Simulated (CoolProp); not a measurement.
Computed with CoolProp (reference Helmholtz-energy equation of state, Thol 2012).

**Question.** Give the vapour pressure (MPa), liquid viscosity (µPa s), vapour viscosity (µPa s), liquid conductivity (mW/(m K)) of saturated benzene at 188.85 °C.

**Answer.** 
```
T (°C)  p (MPa)  liquid viscosity (µPa s)  vapour viscosity (µPa s)  liquid conductivity (mW/(m K))
------  -------  ------------------------  ------------------------  ------------------------------
188.85     1.20                       128                      11.4                            91.7
```

Viscosity comes from a separate model (Avgeri 2014). Thermal conductivity comes from a separate model (Assael 2012).
